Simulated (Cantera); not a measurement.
Cantera run, input and output.

```python
import numpy as np
import cantera as ct

gas = ct.Solution("gri30.yaml")
gas.TPX = 498, 1000000, {'CH4': 1, 'O2': 1.67, 'N2': 6.27, 'H2': 0.016}
inlet = ct.Reservoir(gas, clone=True)
gas.equilibrate("HP")  # start burning
reactor = ct.IdealGasConstPressureReactor(gas, energy="on", clone=False)
exhaust = ct.Reservoir(gas, clone=True)
tau = [0.044, 0.023, 0.012, 0.0061, 0.0031, 0.0016, 0.00084, 0.00043, 0.00022, 0.00012, 5.9e-05, 3.1e-05, 1.6e-05][0]
for a, b in ((inlet, reactor), (reactor, exhaust)):
    ct.MassFlowController(a, b, mdot=lambda t: reactor.mass / tau)
net = ct.ReactorNet([reactor])
show = ['CH4', 'O2', 'C2H6', 'HCN', 'CH2CO']

rows = []
print(f"{'tau/s':>10s}{'T/K':>9s}" + "".join(f"{s:>11s}" for s in show))
for tau in [0.044, 0.023, 0.012, 0.0061, 0.0031, 0.0016, 0.00084, 0.00043, 0.00022, 0.00012, 5.9e-05, 3.1e-05, 1.6e-05]:
    net.initial_time = 0.0
    net.advance(30 * tau)
    before = gas.X
    net.advance(40 * tau)
    drift = np.max(np.abs(gas.X - before) / (gas.X + 1e-9))
    rows.append([gas.T, *gas[show].X, drift])
    print(f"{tau:10.3e}{gas.T:9.1f}" + "".join(f"{x:11.3e}" for x in gas[show].X))
```

It prints:

```
     tau/s      T/K        CH4         O2       C2H6        HCN      CH2CO
 4.400e-02   2279.0  2.028e-05  6.356e-05  2.735e-10  1.822e-06  3.530e-08
 2.300e-02   2277.8  3.279e-05  9.745e-05  7.845e-10  3.241e-06  6.496e-08
 1.200e-02   2276.0  5.071e-05  1.537e-04  2.100e-09  5.534e-06  1.181e-07
 6.100e-03   2273.4  7.643e-05  2.497e-04  5.434e-09  9.177e-06  2.164e-07
 3.100e-03   2269.6  1.113e-04  4.061e-04  1.315e-08  1.446e-05  3.888e-07
 1.600e-03   2264.3  1.576e-04  6.514e-04  2.962e-08  2.154e-05  6.765e-07
 8.400e-04   2257.0  2.207e-04  1.030e-03  6.364e-08  3.056e-05  1.146e-06
 4.300e-04   2246.2  3.196e-04  1.664e-03  1.423e-07  4.233e-05  1.991e-06
 2.200e-04   2230.3  4.871e-04  2.729e-03  3.414e-07  5.625e-05  3.599e-06
 1.200e-04   2208.2  7.748e-04  4.425e-03  8.765e-07  6.887e-05  6.760e-06
 5.900e-05   2156.7  1.708e-03  9.020e-03  4.450e-06  7.044e-05  1.983e-05
 3.100e-05    498.0  1.117e-01  1.865e-01 -8.434e-18 -2.681e-19 -2.211e-18
 1.600e-05    498.0  1.117e-01  1.865e-01 -4.555e-21 -1.448e-22 -1.194e-21
```

Cantera simulation using GRI-Mech 3.0 (53 species, 325 reactions); the numbers are that mechanism's predictions, not measurements.
